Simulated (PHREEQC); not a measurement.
PHREEQC input (ion-association model, wateq4f.dat):

```
SOLUTION_MASTER_SPECIES
  An  An-  0  An  62.0  # stands for a non-complexing anion
SOLUTION_SPECIES
  An- = An-
    -log_k 0
    -gamma 3.0 0
PHASES
  Fix_H+
    H+ = H+
    -log_k 0
SOLUTION 1
  temp 25
  units mmol/kgw
  pH 7 charge
  Cl 0.011
  Ba 0.0055
  Na 10
  An 10
END
SELECTED_OUTPUT 1
  -reset false
  -pH true
  -pe true
  -ionic_strength true
  -water true
  -totals Ba Cl Na
  -molalities Hfo_wOH Hfo_wOH2+ Hfo_wO- Hfo_sOH Hfo_sOH2+ Hfo_sO- Hfo_sOHBa+2 Hfo_wOBa+
  -saturation_indices Halite
USER_PUNCH 1
  -headings sigma psi
  10 PUNCH EDL("sigma", "Hfo"), EDL("psi", "Hfo")
PRINT
  -reset false
USE solution 1
SURFACE 1
  Hfo_wOH 0.000247191 600 0.11
  Hfo_sOH 6.17978e-06
EQUILIBRIUM_PHASES 1
  Fix_H+ -4 HAn 10
    -force_equality true
  O2(g) -0.68 10
END
# ... the last block is repeated for the other 16 points of pH, with NaOH or the acid as the point needs
```

Selected output (columns that matter, 11 of 17 rows; pH added in front):

```
pH	mu	Ba	Na	m_Hfo_wOH	m_Hfo_wOH2+	m_Hfo_wO-	m_Hfo_sOH	m_Hfo_sOH2+	m_Hfo_sO-	m_Hfo_sOHBa+2	m_Hfo_wOBa+	si_Halite	sigma	psi
4	0.0102	5.5e-06	0.01	9.9781e-05	0.00014585	1.5639e-06	2.4945e-06	3.6462e-06	3.9097e-08	1.4802e-12	1.728e-16	-8.6313	0.21622	0.18487
4.75	0.010082	5.5e-06	0.01	0.00014647	9.5576e-05	5.1424e-06	3.6618e-06	2.3894e-06	1.2856e-07	1.3721e-11	3.5881e-15	-8.6309	0.13552	0.16122
5.12	0.01006	5.5e-06	0.01	0.00016237	7.6974e-05	7.8464e-06	4.0592e-06	1.9243e-06	1.9616e-07	4.4136e-11	1.5886e-14	-8.6308	0.10359	0.14754
5.88	0.010037	5.4994e-06	0.01	0.00018112	5.1478e-05	1.4598e-05	4.5275e-06	1.2868e-06	3.6491e-07	5.8613e-10	3.5191e-13	-8.6307	0.055269	0.11573
6.25	0.01003	5.4977e-06	0.01	0.00018533	4.3967e-05	1.7896e-05	4.6315e-06	1.0988e-06	4.4723e-07	2.2952e-09	1.6514e-12	-8.6307	0.039076	0.098484
7	0.010022	5.4558e-06	0.01	0.00018888	3.4877e-05	2.3433e-05	4.6883e-06	8.657e-07	5.8164e-07	4.4175e-08	4.1115e-11	-8.6306	0.017276	0.060555
7.75	0.010016	4.7327e-06	0.01	0.00018973	2.9591e-05	2.7868e-05	4.1551e-06	6.4805e-07	6.1032e-07	7.663e-07	9.5703e-10	-8.6306	0.004816	0.020526
8.12	0.010016	3.5042e-06	0.010005	0.00018965	2.6889e-05	3.0644e-05	3.2128e-06	4.5552e-07	5.1912e-07	1.9923e-06	3.5385e-09	-8.6304	0.0002485	0.0010874
8.88	0.010024	9.3579e-07	0.010024	0.00018812	2.1716e-05	3.7332e-05	1.2488e-06	1.4416e-07	2.4783e-07	4.5389e-06	2.5266e-08	-8.6296	-0.0096746	-0.03859
9.25	0.010037	3.5481e-07	0.010041	0.00018674	1.9563e-05	4.0837e-05	8.1757e-07	8.5648e-08	1.7879e-07	5.0978e-06	4.7414e-08	-8.6289	-0.016264	-0.057984
10	0.010135	2.7522e-08	0.010148	0.00018134	1.4772e-05	5.0996e-05	5.8337e-07	4.7522e-08	1.6406e-07	5.3848e-06	8.7651e-08	-8.6247	-0.037257	-0.095889
```

Complexes and solids missing from the database can't appear.
